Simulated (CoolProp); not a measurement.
Vapour-liquid equilibrium of isopentane (1) + toluene (2) at 306.6 K; x and y are mole fractions of (1).

Model: multi-fluid Helmholtz-energy mixture model, Lemmon 2006 and Lemmon 2006; pair parameters Bell 2016, in CoolProp.

```csv
x,bubble pressure (MPa),y at the bubble point,dew pressure at overall composition x (MPa),liquid density (mol/L)
0.05,0.01393,0.602,0.006091,9.237
0.15,0.03025,0.834,0.006783,9.165
0.25,0.04561,0.901,0.007651,9.089
0.35,0.05927,0.932,0.008774,9.008
0.45,0.07104,0.950,0.01028,8.923
0.55,0.08116,0.961,0.01242,8.835
0.65,0.09012,0.970,0.01567,8.742
0.75,0.09860,0.978,0.02124,8.647
0.85,0.1073,0.986,0.03290,8.550
0.95,0.1171,0.995,0.07130,8.452
```

No azeotrope shows between x = 0.05 and 0.95.

The pair parameters rest on a limited set of measurements; away from them the model extrapolates.
